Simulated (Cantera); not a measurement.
Cantera run:

```python
import numpy as np
import cantera as ct

gas_names = """
    F FO FO2 F2 F2O Mg MgF MgF2 MgN MgO Mg2 Mg2F4 N NF NF2 NF3 NO NO2 NO3 N2 N2O O O2 O3
""".split()
cond_names = """
    Mg(cr) Mg(L) MgF2(s) MgF2(L) MgO(s) MgO(L)
""".split()


# ... load() reads the species with a 1 bar reference pressure and builds the phases ...
atoms = {
    'MgO': {'Mg': 1, 'O': 1},
    'NF3': {'N': 1, 'F': 3},
    'O2': {'O': 2},
}
top_T = {}  # K; cautious upper limits of use, not melting points


# ... equilibrate(T, P, feed) seeds the gas with the atoms and calls Mixture.equilibrate('TP', solver="vcs", rtol=1e-11, max_steps=5000) ...
results = []
feed = {'MgO': 1, 'NF3': 16, 'O2': 2.9}  # mol
P = 7  # Pa
for T in [1100, 1175, 1250, 1325, 1400, 1475, 1550, 1625]:
    mix = equilibrate(T, P, feed)
    results.append((T, P, feed, dict(zip(mix.species_names, mix.species_moles))))

top = {s: max(r[3][s] / sum(r[3][g] for g in gas_names) for r in results) for s in gas_names}
cols = sorted((s for s in top if top[s] > 1e-06), key=lambda s: -top[s])[:8]
seen = [c for c in cond_names if any(r[3].get(c, 0) > 1e-12 for r in results)]
print("log10 of partial pressures in bar; condensed amounts in mol")
print(f"{'T/K':>10s}" + "".join(f"{s[:9]:>10s}" for s in cols + seen))
for T, P, feed, n in results:
    ng = sum(n[g] for g in gas_names)
    print(f"{T:10.4g}" + "".join(f"{np.log10(max(n[s] / ng * P / 1e5, 1e-99)):10.3f}" for s in cols)
          + "".join(f"{n.get(c, 0):10.4g}" for c in seen))
```

Output:

```
log10 of partial pressures in bar; condensed amounts in mol
       T/K         F        N2        O2      MgF2        F2         O        NO     Mg2F4   MgF2(s)
      1100    -4.252    -5.010    -5.382    -9.022    -7.270   -11.294    -8.876   -14.219    0.9992
      1175    -4.251    -5.011    -5.382    -7.871    -7.772   -10.527    -8.599   -12.679     0.989
      1250    -4.252    -5.012    -5.383    -6.863    -8.215    -9.851    -8.356   -11.331    0.8873
      1325    -4.258    -5.018    -5.389    -5.973    -8.620    -9.255    -8.146   -10.141    0.1145
      1400    -4.259    -5.018    -5.391    -5.921    -8.973    -8.719    -7.954   -10.560         0
      1475    -4.259    -5.019    -5.391    -5.921    -9.290    -8.238    -7.781   -11.028         0
      1550    -4.259    -5.019    -5.392    -5.921    -9.576    -7.802    -7.624   -11.449         0
      1625    -4.259    -5.019    -5.394    -5.921    -9.837    -7.408    -7.483   -11.829         0
```

Method: chemical equilibrium by Gibbs-energy minimisation in Cantera with the NASA 1993 tables (ideal gas, pure condensed phases).
